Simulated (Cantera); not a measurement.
Cantera run:

```python
import numpy as np
import cantera as ct

gas_names = """
    H HCL CL2 FeCL2 FeCL3
""".split()
cond_names = """
    FeCL2(s) FeCL2(L) Fe(a) Fe(c) Fe(d) Fe(L)
""".split()


# ... load() reads the species with a 1 bar reference pressure and builds the phases ...
species = {s.name: s for s in load("nasa_gas.yaml", gas_names) + load("nasa_condensed.yaml", cond_names)}
# Each term lists the table entries of one substance; the one whose range holds T is used.
reactions = {
    '2 H(g) + FeCl2 = Fe + 2 HCl(g)':
        [(-2, ['H']), (-1, ['FeCL2(s)', 'FeCL2(L)']), (1, ['Fe(a)', 'Fe(c)', 'Fe(d)', 'Fe(L)']), (2, ['HCL'])],
    'Cl2(g) + 2 FeCl2(g) = 2 FeCl3(g)':
        [(-1, ['CL2']), (-2, ['FeCL2']), (2, ['FeCL3'])],
}


def pick(names, T):
    return next(species[n] for n in names if species[n].thermo.min_temp <= T <= species[n].thermo.max_temp)


results = []
for label, terms in reactions.items():
    print(label)
    print("     T/K   dH/kJ  dS/(J/K)   dG/kJ   log10 K")
    for T in [375, 525, 675, 825, 975, 1125]:
        used = [(nu, pick(names, T)) for nu, names in terms]
        dH = sum(nu * s.thermo.h(T) for nu, s in used) / 1e6
        dS = sum(nu * s.thermo.s(T) for nu, s in used) / 1e3
        dG = dH - T * dS / 1e3
        logK = -dG * 1e6 / (ct.gas_constant * T * np.log(10))
        results.append((label, T, dH, dS, dG, logK, [s.name for _, s in used]))
        print(f"{T:8g} {dH:8.1f} {dS:8.1f} {dG:8.1f} {logK:8.2f}")
```

Result:

```
2 H(g) + FeCl2 = Fe + 2 HCl(g)
     T/K   dH/kJ  dS/(J/K)   dG/kJ   log10 K
     375   -281.5     45.7   -298.6    41.59
     525   -286.7     34.0   -304.5    30.30
     675   -291.7     25.6   -309.0    23.91
     825   -296.3     19.4   -312.3    19.77
     975   -343.1    -30.1   -313.8    16.81
    1125   -346.4    -33.2   -309.0    14.35
Cl2(g) + 2 FeCl2(g) = 2 FeCl3(g)
     T/K   dH/kJ  dS/(J/K)   dG/kJ   log10 K
     375   -223.8   -131.8   -174.3    24.28
     525   -223.0   -130.0   -154.7    15.39
     675   -222.2   -128.8   -135.3    10.47
     825   -221.6   -127.9   -116.1     7.35
     975   -221.0   -127.3    -96.9     5.19
    1125   -220.6   -126.9    -77.9     3.62
```

Standard-state values (1 bar) from the NASA 1993 polynomials, evaluated with Cantera. Condensed species are held in their standard states even where they would react or evaporate.
